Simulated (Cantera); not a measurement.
An isothermal, constant-pressure homogeneous reactor starts with N2O : N2 = 1 : 6.4 (molar parts), at 1398 K and 760 Torr.

Detailed kinetics in Cantera: GRI-Mech 3.0 (53 species, 325 reactions). GRI-Mech 3.0 was tuned for natural gas; its chemistry of N2O as a main component is partial and can be far from experiment. The mechanism lacks the step 2 NO + O2 → 2 NO2, which can matter for NO2 below about 1400 K. The temperature is held fixed by assumption; the heat of reaction is taken as removed at once.

**Question.** Predict: x(N2O) at 6.00 s; x(N2) at 6.00 s; x(O2) at 6.00 s; x(O) at 6.00 s; x(NO) at 6.00 s.

**Answer.** 
```
Quantity                                            Value
----------------  ---------------------------------------
x(N2O) at 6.00 s  1.40e-7 (gas-phase equilibrium 3.00e-8)
x(N2) at 6.00 s       0.927 (gas-phase equilibrium 0.936)
x(O2) at 6.00 s     0.0536 (gas-phase equilibrium 0.0631)
x(O) at 6.00 s    2.13e-7 (gas-phase equilibrium 2.30e-7)
x(NO) at 6.00 s   0.0192 (gas-phase equilibrium 0.000430)
```
